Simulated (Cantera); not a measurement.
A closed system holds: 1 mol SiH2Cl2, 0.87 mol C2H4, 320 mol H2, equilibrated at 1627 °C and 350 Pa.

Method: chemical equilibrium by Gibbs-energy minimisation in Cantera with the NASA 1993 tables (ideal gas, pure condensed phases). Candidate condensed phases: C, C6H6, C7H8, C8H18, Si, SiC; 109 gas species. The numbers say what is thermodynamically allowed, not how fast it happens.

Base state: H2 0.980, H 0.0133, HCl 0.00606, C2H2 (acetylene) 0.000374, Si 0.000134, Cl 6.20e-5 (mole fractions); condensed: C(graphite) + SiC(s).

### Question
What changes in the equilibrium state with this change: temperature from 1627 °C to 1375 °C?

### Answer
```csv
species,before,after
H2,0.980,0.992
HCl,0.00606,0.00616
H,0.0133,0.00150
C2H2 (acetylene),0.000374,4.44e-5
Si,0.000134,9.11e-7
Cl,6.20e-5,7.31e-6
"C(graphite), mol",0.543,0.711
"SiC(s), mol",0.949,0.999
```

### Question
What changes in the equilibrium state with this change: temperature from 1627 °C to 1977 °C?

### Answer
```
species             before     after
----------------  --------  --------
H2                   0.980     0.872
H                   0.0133     0.117
HCl                0.00606   0.00527
Si                0.000134   0.00256
C2H                6.63e-8   1.21e-5
SiC2               3.39e-6  0.000229
SiH                6.80e-6   5.69e-5
Cl                 6.20e-5  0.000513
C(graphite), mol     0.543         0
SiC(s), mol          0.949         0
```
